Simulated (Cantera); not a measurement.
## Al2O3 + N2 (sublimation and decomposition of ceramics)

Input: 1 mol Al2O3, 0.068 mol N2, at 2.90e-5 bar.

Equilibrium computed with Cantera from the NASA thermochemical tables; the gas is ideal and each condensed phase is pure. Candidate condensed phases: Al, AlN, Al2O3; 16 gas species. Kinetics and transport are ignored.

```
T (K)  log p N2  log p O  log p Al  log p AlO  log p Al2O  log p O2  n Al2O3(s)  n Al2O3(l)
-----  --------  -------  --------  ---------  ----------  --------  ----------  ----------
1648      -4.54   -11.67    -11.50     -12.91      -13.97    -14.14        1.00           0
1748      -4.54   -10.50    -10.48     -11.66      -12.68    -12.73        1.00           0
1848      -4.54    -9.48     -9.54     -10.54      -11.49    -11.51        1.00           0
1948      -4.54    -8.57     -8.69      -9.53      -10.41    -10.43       1.000           0
2048      -4.54    -7.75     -7.91      -8.61       -9.43     -9.47       1.000           0
2148      -4.54    -7.02     -7.20      -7.79       -8.54     -8.61       1.000           0
2248      -4.55    -6.35     -6.56      -7.03       -7.73     -7.83       1.000           0
2348      -4.59    -5.75     -5.98      -6.35       -7.00     -7.12           0       0.998
2448      -4.78    -5.21     -5.46      -5.76       -6.38     -6.51           0       0.988
2548      -6.34    -4.83     -5.07      -5.43       -6.12     -6.18           0           0
2648      -6.39    -4.80     -4.99      -5.72       -6.75     -6.51           0           0
2748      -6.40    -4.78     -4.96      -6.04       -7.44     -6.85           0           0
2848      -6.41    -4.77     -4.95      -6.36       -8.11     -7.18           0           0
2948      -6.42    -4.77     -4.95      -6.68       -8.76     -7.49           0           0
```
log p: log10 of the partial pressure in bar; n: condensed amount in mol.

From 1648 K to 2248 K the condensed part is Al2O3(s). From 2348 K to 2448 K the condensed part is Al2O3(l). From 2548 K to 2948 K nothing is condensed. The main Al-bearing gas is Al throughout.
